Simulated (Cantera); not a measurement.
Charge: 1 mol SiCl4, 8.2 mol H2, held at 0.100 bar.

These are equilibrium values from Cantera (NASA tables, ideal gas, pure condensed phases), not measurements of a reactor. Candidate condensed phases: Si; 19 gas species. The tables' values for SiCl3 are old estimates; treat these amounts as uncertain. Rates play no part. All values below are at 1300 °C.

Base state: H2 0.719, HCl 0.182, SiCl2 0.0855, SiCl3 0.00924, SiCl4 0.00263, SiHCl3 0.00138, SiH2Cl2 0.000119, H 0.000109 (mole fractions); condensed: gas only.

Problem. What changes in the equilibrium state with this change: 0.18 mol HF added?

Solution. 
| species | before | after |
|---|---|---|
| H2 | 0.719 | 0.711 |
| HCl | 0.182 | 0.189 |
| SiCl2 | 0.0855 | 0.0795 |
| HF | 0 | 0.00221 |
| SiF4 | 0 | 0.00174 |
| SiF3 | 0 | 0.00172 |
| SiF2 | 0 | 0.000857 |
The tables' values for SiCl3, SiF3, SiF2 are old estimates; treat these amounts as uncertain.
